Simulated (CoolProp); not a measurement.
n-perfluorohexane along the isotherm 73.15 °C: density (kg/m³) from the reference equation and from simpler models built on Tc = 174.9 °C, pc = 1.742 MPa, ω = 0.497; each cubic takes its own stable root.

Model: reference Helmholtz-energy equation of state, Gao 2022, in CoolProp.

```json
[
 {"p (MPa)": "0.0581", "phase": "gas", "reference": "7.028", "van der Waals": "6.950", "Soave-Redlich-Kwong": "7.020", "Peng-Robinson": "7.031"},
 {"p (MPa)": "0.116", "phase": "gas", "reference": "14.50", "van der Waals": "14.15", "Soave-Redlich-Kwong": "14.46", "Peng-Robinson": "14.51"},
 {"p (MPa)": "0.174", "phase": "liquid", "reference": "1526", "van der Waals": "21.67", "Soave-Redlich-Kwong": "1306", "Peng-Robinson": "1480"},
 {"p (MPa)": "0.232", "phase": "liquid", "reference": "1526", "van der Waals": "29.55", "Soave-Redlich-Kwong": "1307", "Peng-Robinson": "1481"},
 {"p (MPa)": "0.29", "phase": "liquid", "reference": "1527", "van der Waals": "37.82", "Soave-Redlich-Kwong": "1308", "Peng-Robinson": "1482"},
 {"p (MPa)": "0.348", "phase": "liquid", "reference": "1527", "van der Waals": "46.56", "Soave-Redlich-Kwong": "1309", "Peng-Robinson": "1483"},
 {"p (MPa)": "0.406", "phase": "liquid", "reference": "1528", "van der Waals": "55.86", "Soave-Redlich-Kwong": "1310", "Peng-Robinson": "1484"},
 {"p (MPa)": "0.464", "phase": "liquid", "reference": "1528", "van der Waals": "65.82", "Soave-Redlich-Kwong": "1311", "Peng-Robinson": "1485"},
 {"p (MPa)": "0.522", "phase": "liquid", "reference": "1528", "van der Waals": "76.61", "Soave-Redlich-Kwong": "1312", "Peng-Robinson": "1486"},
 {"p (MPa)": "0.581", "phase": "liquid", "reference": "1529", "van der Waals": "840.7", "Soave-Redlich-Kwong": "1313", "Peng-Robinson": "1487"},
 {"p (MPa)": "0.639", "phase": "liquid", "reference": "1529", "van der Waals": "842.9", "Soave-Redlich-Kwong": "1314", "Peng-Robinson": "1488"},
 {"p (MPa)": "0.697", "phase": "liquid", "reference": "1530", "van der Waals": "845.0", "Soave-Redlich-Kwong": "1315", "Peng-Robinson": "1489"},
 {"p (MPa)": "0.755", "phase": "liquid", "reference": "1530", "van der Waals": "847.1", "Soave-Redlich-Kwong": "1316", "Peng-Robinson": "1490"},
 {"p (MPa)": "0.813", "phase": "liquid", "reference": "1531", "van der Waals": "849.1", "Soave-Redlich-Kwong": "1317", "Peng-Robinson": "1491"},
 {"p (MPa)": "0.871", "phase": "liquid", "reference": "1531", "van der Waals": "851.1", "Soave-Redlich-Kwong": "1318", "Peng-Robinson": "1491"}
]
```

At some of these states van der Waals gives the other phase, because its saturation line lies elsewhere.
